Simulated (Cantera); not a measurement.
A closed system holds: 1 mol SiCl₄, 1.4 mol HCl, 81 mol H₂, equilibrated at 1.00 Torr.

Cantera equilibrium calculation (NASA polynomials, part measured and part estimated; ideal gas, pure solids and liquids). Candidate condensed phases: Si; 19 gas species. Equilibrium is a limit: real reactors are often held back by kinetics, nucleation or transport.

**Question.** Which condensed phases are stable at each of these points (T (K)): 875, 950, 1025, 1100, 1175, 1250, 1325, 1400, 1475, 1550, 1625?

**Answer.** 
```csv
T (K),condensed phases,Si condensed (%)
875,gas only,0.0
950,Si(s),2.3
1025,Si(s),25.5
1100,Si(s),40.2
1175,Si(s),43.2
1250,Si(s),41.6
1325,Si(s),39.0
1400,Si(s),36.4
1475,Si(s),33.9
1550,Si(s),31.4
1625,Si(s),28.3
```

At 875 K nothing is condensed. From 950 K to 1625 K the condensed part is Si(s).
